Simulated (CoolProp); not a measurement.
Vapour-liquid equilibrium of isobutane (1) + isobutene (2) at 0.405 MPa; x and y are mole fractions of (1).

Model: multi-fluid Helmholtz-energy mixture model, Bücker 2006 and Lemmon 2005; pair parameters Bell 2016, in CoolProp.

Q: Give the bubble temperature and the first vapour's composition at x = 0.05, 0.35, 0.65. Is there an azeotrope?

A: x = 0.05: 307.5 K, y = 0.058; x = 0.35: 305.7 K, y = 0.380; x = 0.65: 304.3 K, y = 0.672. No azeotrope shows between x = 0.05 and 0.95.

Pair parameters are fitted to limited data, so mixtures are less certain than the pure fluids.
